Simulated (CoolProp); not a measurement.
Vapour-liquid equilibrium of cis-2-butene (1) + acetone (2) at 248.1 K; x and y are mole fractions of (1).

Model: multi-fluid Helmholtz-energy mixture model, Lemmon 2005 and Lemmon 2006; pair parameters Bell 2016, in CoolProp.

Problem. Give the bubble pressure and the first vapour's composition at x = 0.05, 0.15, 0.55. Is there an azeotrope?

Solution. x = 0.05: 7.190 kPa, y = 0.720; x = 0.15: 14.92 kPa, y = 0.876; x = 0.55: 24.89 kPa, y = 0.939. No azeotrope shows between x = 0.05 and 0.95.

Pair parameters are fitted to limited data, so mixtures are less certain than the pure fluids. With so large a gap from Raoult's law the liquid may split in two, which this calculation doesn't test in full.
